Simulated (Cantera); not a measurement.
An isothermal, constant-pressure homogeneous reactor starts with C₂H₆ : N₂ = 1 : 48 (molar parts), at 1600 K and 7.50 Torr. Integrator tolerance rtol = 1e-08.

Cantera simulation using GRI-Mech 3.0 (53 species, 325 reactions); the numbers are that mechanism's predictions, not measurements. GRI-Mech 3.0 stops at C3 and has no aromatics, soot or wall deposition, so with more carbon than oxygen in the feed, carbon stays in small species such as C2H2 where larger ones or solid carbon would form. Radical loss at walls, strong at low pressure, is not modelled.

```tsv
quantity	before	after
x(C₂H₆) at 40.0 s	1.19e-9 (gas-phase equilibrium <1e-12)	8.80e-11 (gas-phase equilibrium <1e-12)
x(H₂) at 40.0 s	0.0390 (gas-phase equilibrium 0.0392)	0.00702 (gas-phase equilibrium 0.00704)
x(CH₄) at 40.0 s	0.000125 (gas-phase equilibrium 1.47e-6)	1.50e-5 (gas-phase equilibrium 2.31e-8)
x(C₂H) at 40.0 s	1.71e-7 (gas-phase equilibrium 3.50e-8)	6.31e-8 (gas-phase equilibrium 3.51e-9)
x(HCN) at 40.0 s	2.04e-5 (gas-phase equilibrium 0.0317)	5.05e-5 (gas-phase equilibrium 0.00675)
x(H) at 40.0 s	0.000102 (gas-phase equilibrium 0.000108)	3.77e-5 (gas-phase equilibrium 4.59e-5)
x(CH₃) at 40.0 s	6.63e-6 (gas-phase equilibrium 8.24e-8)	1.63e-6 (gas-phase equilibrium 3.06e-9)
```

What was changed between the two runs?
A) N2 48 to 23 parts
B) pressure from 7.50 Torr to 0.330 Torr
C) temperature 1600 to 1875 K
D) N2 48 to 280 parts

D, N2 48 to 280 parts
